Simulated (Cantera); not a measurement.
A perfectly stirred reactor is fed with H₂ : O₂ : N₂ = 1 : 1 : 1.1 (molar parts), equivalence ratio 0.50, at 0.430 bar; it is held at 1225 K, and followed from long to short residence time.

Computed with Cantera and the H2/O2 subset of GRI-Mech 3.0, which has no nitrogen chemistry. The temperature is held fixed by assumption; the heat of reaction is taken as removed at once.

Problem. What does this change do: H2 1 to 0.14 parts?

Solution. 
```json
[
 {"quantity": "x(H₂) at τ = 3.60 s", "before": "8.37e-5", "after": "2.12e-5"},
 {"quantity": "x(O₂) at τ = 3.60 s", "before": "0.192", "after": "0.429"},
 {"quantity": "x(H₂O) at τ = 3.60 s", "before": "0.384", "after": "0.0644"},
 {"quantity": "x(O) at τ = 3.60 s", "before": "8.22e-6", "after": "1.35e-5"},
 {"quantity": "x(OH) at τ = 3.60 s", "before": "0.000152", "after": "8.40e-5"},
 {"quantity": "x(H₂) at τ = 0.110 s", "before": "0.000871", "after": "0.000202"},
 {"quantity": "x(O₂) at τ = 0.110 s", "before": "0.192", "after": "0.428"},
 {"quantity": "x(H₂O) at τ = 0.110 s", "before": "0.383", "after": "0.0642"},
 {"quantity": "x(O) at τ = 0.110 s", "before": "9.93e-5", "after": "0.000144"},
 {"quantity": "x(OH) at τ = 0.110 s", "before": "0.000468", "after": "0.000265"}
]
```

Problem. What does this change do: pressure from 0.430 bar to 100.0 Torr?

Solution. 
| quantity | before | after |
|---|---|---|
| x(H₂) at τ = 3.60 s | 8.37e-5 | 0.000142 |
| x(O₂) at τ = 3.60 s | 0.192 | 0.192 |
| x(H₂O) at τ = 3.60 s | 0.384 | 0.384 |
| x(O) at τ = 3.60 s | 8.22e-6 | 5.16e-5 |
| x(OH) at τ = 3.60 s | 0.000152 | 0.000404 |
| x(H₂) at τ = 0.110 s | 0.000871 | 0.00141 |
| x(O₂) at τ = 0.110 s | 0.192 | 0.192 |
| x(H₂O) at τ = 0.110 s | 0.383 | 0.382 |
| x(O) at τ = 0.110 s | 9.93e-5 | 0.000559 |
| x(OH) at τ = 0.110 s | 0.000468 | 0.00130 |

Problem. What does this change do: H2 1 to 0.13 parts?

Solution. 
```json
[
 {"quantity": "x(H₂) at τ = 3.60 s", "before": "8.37e-5", "after": "2.03e-5"},
 {"quantity": "x(O₂) at τ = 3.60 s", "before": "0.192", "after": "0.432"},
 {"quantity": "x(H₂O) at τ = 3.60 s", "before": "0.384", "after": "0.0600"},
 {"quantity": "x(O) at τ = 3.60 s", "before": "8.22e-6", "after": "1.35e-5"},
 {"quantity": "x(OH) at τ = 3.60 s", "before": "0.000152", "after": "8.11e-5"},
 {"quantity": "x(H₂) at τ = 0.110 s", "before": "0.000871", "after": "0.000193"},
 {"quantity": "x(O₂) at τ = 0.110 s", "before": "0.192", "after": "0.432"},
 {"quantity": "x(H₂O) at τ = 0.110 s", "before": "0.383", "after": "0.0597"},
 {"quantity": "x(O) at τ = 0.110 s", "before": "9.93e-5", "after": "0.000144"},
 {"quantity": "x(OH) at τ = 0.110 s", "before": "0.000468", "after": "0.000257"}
]
```
